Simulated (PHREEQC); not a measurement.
Dissolve 61 mmol/kgw CdSO4 and 33 mmol/kgw FeSO4 at 20 °C. Closed to the air; pH follows from the charge balance.

The numbers come from PHREEQC with the ion-association model, wateq4f.dat.

**Question.** The ionic strength comes out as 0.188 mol/kgw. What activity coefficients do FeOH+, HSO4-, Fe+2, Cd(SO4)2-2, H+ get?

**Answer.** FeOH+ 0.74, HSO4- 0.73, Fe+2 0.34, Cd(SO4)2-2 0.32, H+ 0.80.

Precipitation was switched off in this run. Species that the database lacks are ignored.
